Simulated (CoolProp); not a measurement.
Saturation properties of hexamethyldisiloxane (MM) (Tc = 245.6 °C, pc = 19.31 bar, ω = 0.418).

Model: reference Helmholtz-energy equation of state, Thol 2016, in CoolProp.

```json
[
 {"T (°C)": "2.15", "p (bar)": "?", "vapour density (kg/m³)": "0.1103", "liquid cp (kJ/(kg K))": "1.843", "surface tension (mN/m)": "17.5"},
 {"T (°C)": "9.75", "p (bar)": "0.02442", "vapour density (kg/m³)": "0.1693", "liquid cp (kJ/(kg K))": "1.861", "surface tension (mN/m)": "16.8"},
 {"T (°C)": "17.25", "p (bar)": "0.03715", "vapour density (kg/m³)": "0.2513", "liquid cp (kJ/(kg K))": "1.880", "surface tension (mN/m)": "16.1"},
 {"T (°C)": "24.85", "p (bar)": "?", "vapour density (kg/m³)": "0.3656", "liquid cp (kJ/(kg K))": "?", "surface tension (mN/m)": "15.4"},
 {"T (°C)": "32.35", "p (bar)": "0.08005", "vapour density (kg/m³)": "0.5171", "liquid cp (kJ/(kg K))": "1.919", "surface tension (mN/m)": "14.8"},
 {"T (°C)": "39.85", "p (bar)": "0.1133", "vapour density (kg/m³)": "0.7164", "liquid cp (kJ/(kg K))": "1.939", "surface tension (mN/m)": "14.1"},
 {"T (°C)": "47.45", "p (bar)": "0.1578", "vapour density (kg/m³)": "0.9778", "liquid cp (kJ/(kg K))": "1.960", "surface tension (mN/m)": "13.5"},
 {"T (°C)": "54.95", "p (bar)": "0.2148", "vapour density (kg/m³)": "1.306", "liquid cp (kJ/(kg K))": "1.981", "surface tension (mN/m)": "12.8"},
 {"T (°C)": "62.55", "p (bar)": "0.2885", "vapour density (kg/m³)": "1.723", "liquid cp (kJ/(kg K))": "2.002", "surface tension (mN/m)": "12.2"}
]
```

Problem. Fill in the missing entries.

Solution. 
- 2.15, p (bar): 0.01550
- 24.85, p (bar): 0.05534
- 24.85, liquid cp (kJ/(kg K)): 1.899

It boils at 100.5 °C under 1 atm.

Surface tension comes from a separate correlation (Mulero 2014), older than this fluid's equation and unchecked against measurements.
